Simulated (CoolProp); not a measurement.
A closed Brayton cycle with carbon dioxide: compressor inlet 329.15 K and 8.9 MPa, high pressure 26.7 MPa, turbine inlet 755 K, compressor efficiency 0.8, turbine efficiency 0.85, recuperator effectiveness 0 (on enthalpy, no pinch check). Each further row changes one setting.

Computed with CoolProp (reference Helmholtz-energy equation of state, Span 1996).

```
case                           thermal efficiency (%)  net work (kJ/kg)  compressor to turbine work  compressor exit (K)  turbine exit (K)
-----------------------------  ----------------------  ----------------  --------------------------  -------------------  ----------------
as stated                                        13.3              59.7                        0.51                422.5             636.6
turbine inlet 705 K                              12.9              49.9                  (withheld)                422.5             590.6
compressor inlet 339.15 K                        12.4              52.0                        0.57                440.3             636.6
high pressure 22.7 MPa                     (withheld)        (withheld)                  (withheld)                408.2             653.6
recuperator effectiveness 0.5                    18.4              59.7                        0.51                422.5             636.6
```

Question: Fill in the missing entries.

Answer: 
- turbine inlet 705 K, compressor to turbine work: 0.55
- high pressure 22.7 MPa, thermal efficiency (%): 11.8
- high pressure 22.7 MPa, net work (kJ/kg): 54.5
- high pressure 22.7 MPa, compressor to turbine work: 0.48
